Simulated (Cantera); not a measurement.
An adiabatic, constant-pressure homogeneous reactor starts with 15.6 % H2, 17.8 % O2, 66.6 % N2, at 1300 K and 585 Torr.

Computed with Cantera and GRI-Mech 3.0 (53 species, 325 reactions).

One state of this run: T (K) = 2335; x H2 = 0.00144; x O2 = 0.105; x H2O = 0.162; x NO2 = 1.70e-7; x N2O = 4.69e-7; x NO = 0.000255. x: mole fraction; the columns are a selection and need not sum to one.

**Question.** Which value of t (s) does it belong to?
A) 0.00144
B) 0.00493
C) 0.0582
D) 0.000122

**Answer.** A, 0.00144
